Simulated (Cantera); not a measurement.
# Equilibrium for roasting and sulfation: Fe2O3 + SO2 + O2

Feed: 1 mol Fe2O3, 1.6 mol SO2, 0.042 mol O2, equilibrated at 7.50 Torr.

These are equilibrium values from Cantera (NASA tables, ideal gas, pure condensed phases), not measurements of a reactor. Candidate condensed phases: Fe, FeO, FeS, FeSO4, FeS2, Fe2O3, Fe2(SO4)3, Fe3O4, S; 12 gas species. Mutual solubility and eutectic melting of coexisting phases are not modelled. Rates play no part.

From 625 K to 725 K the condensed part is FeSO4(s) + Fe2O3(s). From 825 K to 1325 K the condensed part is Fe2O3(s). At 1425 K the condensed part is Fe2O3(s) + Fe3O4(s). From 1525 K to 1625 K the condensed part is Fe3O4(s).

```
T (K)  x SO2      x O2     x SO3       x O      x SO     x FeO      x Fe  n FeSO4(s)  n Fe2O3(s)  n Fe3O4(s)
-----  -----  --------  --------  --------  --------  --------  --------  ----------  ----------  ----------
625    1.000    <1e-12   5.98e-7    <1e-12  2.31e-12    <1e-12    <1e-12       0.168       0.916           0
725    0.996   7.33e-8   0.00430    <1e-12    <1e-12    <1e-12    <1e-12       0.156       0.922           0
825    0.948  0.000603    0.0513    <1e-12    <1e-12    <1e-12    <1e-12           0        1.00           0
925    0.955   0.00714    0.0378  1.13e-11  1.13e-11    <1e-12    <1e-12           0        1.00           0
1025   0.966    0.0172    0.0172  4.33e-10  3.43e-10    <1e-12    <1e-12           0        1.00           0
1125   0.971    0.0221   0.00710   6.86e-9   7.13e-9    <1e-12    <1e-12           0        1.00           0
1225   0.973    0.0240   0.00318   6.52e-8   9.59e-8    <1e-12    <1e-12           0        1.00           0
1325   0.974    0.0248   0.00158   4.34e-7   8.86e-7  7.26e-12    <1e-12           0        1.00           0
1425   0.925    0.0740   0.00141   3.77e-6   3.34e-6  3.13e-10  2.67e-12           0       0.478       0.348
1525   0.884     0.115  0.000988   1.92e-5   1.36e-5   7.73e-9  1.35e-10           0           0       0.667
1625   0.884     0.115  0.000623   6.60e-5   5.89e-5   1.35e-7   5.40e-9           0           0       0.667
```
x: gas mole fraction; n: condensed amount in mol.
